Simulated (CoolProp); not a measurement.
A single-stage vapour-compression cycle with the fluid: evaporating at 263.15 K (dew point), condensing at 303.15 K (bubble point), superheat 2 K, subcooling 5 K, compressor efficiency 0.8, no pressure losses. The same conditions are run with several fluids, on thermodynamics alone (safety and materials aside).

Computed with CoolProp (reference Helmholtz-energy equation of state of each fluid (R1132(E): Akasaka 2024; sulfur dioxide: Gao 2016; n-pentane: Thol 2019; propane: Lemmon 2009; R115: Lemmon 2016; R125: Lemmon 2005)).

| fluid | cooling COP | pressure ratio | discharge temperature (K) | refrigerating effect (kJ/kg) | volumetric capacity (kJ/m³) |
|---|---|---|---|---|---|
| R1132(E) | 4.34 | 3.19 | 329.0 | 203 | 3920 |
| sulfur dioxide | 4.60 | 4.56 | 384.7 | 343 | 1040 |
| n-pentane | 4.72 | 5.40 | 308.6 | 317 | 159 |
| propane | 4.48 | 3.12 | 317.1 | 302 | 2280 |
| R115 | 4.16 | 3.24 | 303.5 | 78.0 | 1920 |
| R125 | 4.12 | 3.25 | 311.1 | 97.1 | 2910 |
